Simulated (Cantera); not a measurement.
**Thermodynamics of oxide etching and cleaning by halides, feed Fe₂O₃ + Cl₂**

Input: 1 mol Fe₂O₃, 15 mol Cl₂, held at 1623 K and 17.0 mbar.

These are equilibrium values from Cantera (NASA tables, ideal gas, pure condensed phases), not measurements of a reactor. Candidate condensed phases: Fe, FeCl₂, FeCl₃, FeO, Fe₂O₃, Fe₃O₄; 13 gas species. Kinetics and transport are ignored.

The x(Cl) is 0.535 and the x(Cl₂) is 0.308. The x(FeCl₂) is 0.0794 and the x(O₂) is 0.0668. The x(FeCl₃) is 0.00994. The x(ClO) is 0.000383, the x(O) comes out as 3.77e-5 and the x(Fe₂Cl₄) is 1.82e-6. The gas amount is 22.38 mol. The log10 activity of FeCl₂(l) (absent) comes out as -3.80 and the log10 activity of Fe(γ) (absent) is -7.28.
